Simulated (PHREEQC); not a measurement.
Make-up at 37 °C: 0.1 mmol/kgw CaSO4, 2.6 mmol/kgw Na2HPO4 and 0.05 mmol/kgw NaCl. Closed to the air; pH follows from the charge balance.

All values are PHREEQC results (ion-association model, wateq4f.dat), not measurements.

Each row changes one thing in this solution. No solid was allowed to form.

```tsv
case	pH	ionic strength (mol/kgw)
as made	8.70	0.00789
Na2HPO4 replaced by KH2PO4 at the same molality	4.92	0.00306
Na2HPO4 from 0.0026 to 0.00052 mol/kgw	8.47	0.00187
temperature from 37 to 70 °C	8.41	0.00782
Na2HPO4 replaced by NaHF2 at the same molality	3.39	___
NaCl replaced by NaHSO4 at the same molality	8.49	0.00793
CaSO4 left out	9.01	0.00779
diluted 5-fold with water	8.64	___
CaSO4 from 0.0001 to 0.0005 mol/kgw	8.34	0.00858
```

### Question
Some entries are withheld; supply them.

### Answer

- Na2HPO4 replaced by NaHF2 at the same molality, ionic strength (mol/kgw): 0.00346
- diluted 5-fold with water, ionic strength (mol/kgw): 0.00161

Complexes and solids missing from the database can't appear. Some of these states are supersaturated (in Hydroxyapatite, Fluorite, for instance). H3PO4, which wateq4f.dat lacks, is added to it with the constant of phreeqc.dat. At this temperature some constants are extrapolated from 25 °C, and those without enthalpy data are left unchanged.
